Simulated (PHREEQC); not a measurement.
## Ultrapure water in contact with air or piping: speciation

A made-up water analysis in mg/L, 25 °C, pH 6.04, pe 11:

| constituent | mg/L |
|---|---|
| Na | 0.0144 |
| K | 0.00219 |
| Ca | 0.0281 |
| Mg | 0.0112 |
| Cl | 0.0311 |
| S(6) as SO4 | 0.0118 |
| Alkalinity as HCO3 | 0.123 |
| Zn | 0.00025 |
| Cu(2) | 0.00192 |
| O(0) (dissolved oxygen) | 1.03e-05 |

Valence states are taken as typed.

The numbers come from PHREEQC with the ion-association model, phreeqc.dat.

| Item | Result |
|---|---|
| ionic strength | 5.34e-6 mol/kgw |
| charge-balance error | -0.8 % |

```json
[
 {"species": "CO2", "molality": "5.96e-6", "activity": "5.96e-6", "log γ": "0.000"},
 {"species": "HCO3-", "molality": "2.92e-6", "activity": "2.91e-6", "log γ": "-0.001"},
 {"species": "H+", "molality": "9.14e-7", "activity": "9.12e-7", "log γ": "-0.001"},
 {"species": "Cl-", "molality": "8.77e-7", "activity": "8.75e-7", "log γ": "-0.001"},
 {"species": "Ca+2", "molality": "7.01e-7", "activity": "6.94e-7", "log γ": "-0.005"},
 {"species": "Na+", "molality": "6.26e-7", "activity": "6.25e-7", "log γ": "-0.001"},
 {"species": "Mg+2", "molality": "4.61e-7", "activity": "4.56e-7", "log γ": "-0.005"},
 {"species": "SO4-2", "molality": "1.23e-7", "activity": "1.21e-7", "log γ": "-0.005"},
 {"species": "K+", "molality": "5.60e-8", "activity": "5.59e-8", "log γ": "-0.001"},
 {"species": "Cu+2", "molality": "2.91e-8", "activity": "2.88e-8", "log γ": "-0.005"},
 {"species": "OH-", "molality": "1.11e-8", "activity": "1.11e-8", "log γ": "-0.001"}
]
```

This is a speciation only: nothing precipitates in the calculation.
